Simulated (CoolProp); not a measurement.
Hydrogen chloride at several states: Z from the reference equation and from simpler models built on Tc = 324.7 K, pc = 8.314 MPa, ω = 0.130; each cubic takes its own stable root.

Model: reference Helmholtz-energy equation of state, Thol 2018, in CoolProp.

```tsv
T (K)	p (MPa)	phase	reference	Redlich-Kwong	Soave-Redlich-Kwong
348.3	8.26	gas	0.6415	0.6549	0.6663
336.8	10.3	supercritical	0.3247	[?]	[?]
194.6	8.04	liquid	[?]	0.1758	[?]
372.5	0.417	gas	0.9877	0.9885	0.9890
280.5	1.33	gas	0.8970	[?]	[?]
```

Q: Fill in the missing entries.

A: 
- 336.8, Redlich-Kwong: 0.3623
- 336.8, Soave-Redlich-Kwong: 0.3857
- 194.6, reference: 0.1536
- 194.6, Soave-Redlich-Kwong: 0.1743
- 280.5, Redlich-Kwong: 0.9117
- 280.5, Soave-Redlich-Kwong: 0.9092
